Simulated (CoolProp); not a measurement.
Hydrogen sulfide at 552.82 K and 1.35 MPa is throttled through a valve to 0.248 MPa with no heat exchange. Each further row changes one setting.

Computed with CoolProp (reference Helmholtz-energy equation of state, Lemmon 2006). It is a short technical equation, of lower accuracy than the large ones.

```tsv
case	temperature change (K)	final density (kg/m³)
as stated	-4.9	1.86
outlet pressure 0.0744 MPa	-5.7	0.558
outlet pressure 0.322 MPa	-4.6	2.42
```
